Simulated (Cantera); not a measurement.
Input: 1 mol HMDSO, 1.1 mol NO, 3.6 mol H₂, at 20.0 mbar.

These are equilibrium values from Cantera (NASA tables, ideal gas, pure condensed phases), not measurements of a reactor. Candidate condensed phases: C, C₆H₆, C₇H₈, C₈H₁₈, H₂O, Si, SiC, SiO₂, Si₂N₂O, Si₃N₄; 151 gas species. The feed counts by its element totals alone. Mutual solubility and eutectic melting of coexisting phases are not modelled. The tables hold silica as quartz up to 1696 K and as liquid above; real silica turns to tridymite and cristobalite and melts near 1996 K. Gases not in the tables: Si₂H₆ and higher silanes. Rates play no part.

x: gas mole fraction; n: condensed amount in mol.

| T (K) | x H₂ | x CO | x N₂ | x H | x CH₄ | x HCN | x SiO | n C(graphite) | n SiC(s) | n SiO₂(α-quartz) | n Si₂N₂O(s) | n SiO₂(β-quartz) |
|---|---|---|---|---|---|---|---|---|---|---|---|---|
| 823 | 0.982 | 2.34e-9 | <1e-12 | 5.14e-11 | 0.0180 | <1e-12 | <1e-12 | 5.65 | 0.125 | 0.775 | 0.550 | 0 |
| 923 | 0.995 | 2.94e-7 | 3.99e-11 | 1.73e-9 | 0.00461 | 8.58e-12 | 1.09e-11 | 5.82 | 0.125 | 0 | 0.550 | 0.775 |
| 1023 | 0.998 | 1.42e-5 | 4.99e-9 | 2.93e-8 | 0.00150 | 5.25e-10 | 1.45e-9 | 5.86 | 0.125 | 0 | 0.550 | 0.775 |
| 1123 | 0.999 | 0.000340 | 2.61e-7 | 3.01e-7 | 0.000586 | 1.53e-8 | 7.99e-8 | 5.86 | 0.127 | 0 | 0.550 | 0.773 |
| 1223 | 0.995 | 0.00481 | 7.08e-6 | 2.12e-6 | 0.000264 | 2.54e-7 | 2.26e-6 | 5.78 | … | 0 | 0.550 | 0.745 |
| 1323 | 0.954 | 0.0452 | 0.000115 | 1.10e-5 | 0.000124 | 2.69e-6 | 3.81e-5 | 4.98 | … | 0 | 0.548 | 0.477 |
| 1423 | 0.884 | 0.112 | 0.00346 | 4.42e-5 | 5.95e-5 | 3.30e-5 | 0.000156 | 3.40 | … | 0 | 0.500 | 0 |
| 1523 | 0.826 | 0.137 | 0.0360 | 0.000149 | 3.14e-5 | 0.000214 | 0.000296 | 1.90 | 2.00 | 0 | 0 | 0 |
| 1623 | 0.826 | 0.137 | 0.0359 | 0.000444 | 2.02e-5 | 0.000405 | 0.000433 | 1.91 | 1.99 | 0 | 0 | 0 |
| 1723 | 0.825 | 0.137 | 0.0357 | 0.00117 | 1.37e-5 | 0.000711 | 0.000604 | 1.90 | 1.99 | 0 | 0 | 0 |
| 1823 | 0.823 | 0.137 | 0.0354 | 0.00278 | 9.66e-6 | 0.00117 | 0.000811 | 1.90 | 1.99 | 0 | 0 | 0 |
| 1923 | 0.819 | 0.136 | 0.0350 | 0.00603 | 7.05e-6 | 0.00182 | 0.00105 | 1.89 | 1.98 | 0 | 0 | 0 |
| 2023 | 0.813 | 0.136 | 0.0344 | 0.0121 | 5.28e-6 | 0.00270 | 0.00133 | 1.88 | 1.98 | 0 | 0 | 0 |
| 2123 | 0.801 | 0.134 | 0.0336 | 0.0227 | 4.01e-6 | 0.00382 | 0.00164 | 1.86 | 1.96 | 0 | 0 | 0 |

Question: Complete the blanks.

Answer: 
- 1223, n SiC(s): 0.156
- 1323, n SiC(s): 0.425
- 1423, n SiC(s): 0.997
